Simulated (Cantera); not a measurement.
An isothermal, constant-pressure homogeneous reactor starts with CH₄ : O₂ : N₂ = 0.022 : 0.024 : 1 (molar parts), at 1050 K and 1200000 Pa.

Computed with Cantera and GRI-Mech 3.0 (53 species, 325 reactions). The pressure lies above the range GRI-Mech 3.0 was tuned for (to about 10 atm). The temperature is held fixed by assumption; the heat of reaction is taken as removed at once.

One state of this run: x CH₄ = 0.0101; x O₂ = 0.00949; x H₂ = 0.00371; x HCO = 1.03e-8; x CH₃ = 2.96e-6. x: mole fraction; the columns are a selection and need not sum to one.

Which value of t (s) does it belong to?
A. 5.00
B. 0.00251
C. 0.398
D. 0.0316

C, 0.398
